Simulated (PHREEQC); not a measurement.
A made-up water analysis in mg/kgw, 25 °C, pH 8.6: Na 1920; K 14.5; Ca 354; Mg 393; Cl 4180; S(6) as SO4 970; Alkalinity as HCO3 7.32; Br 2.05; Si as SiO2 43.1.

Cl is adjusted to close the charge balance.
Valence states are taken as typed.

Equilibrium calculation in PHREEQC: Pitzer model, pitzer.dat.

Q: The ionic strength comes out as 0.169 mol/kgw. What activity coefficients do K+, H3SiO4-, Ca+2, Cl-, CO3-2 get?

A: K+ 0.74, H3SiO4- 0.66, Ca+2 0.30, Cl- 0.73, CO3-2 0.22. Single-ion values are on the MacInnes scale.

No solid was allowed to form.
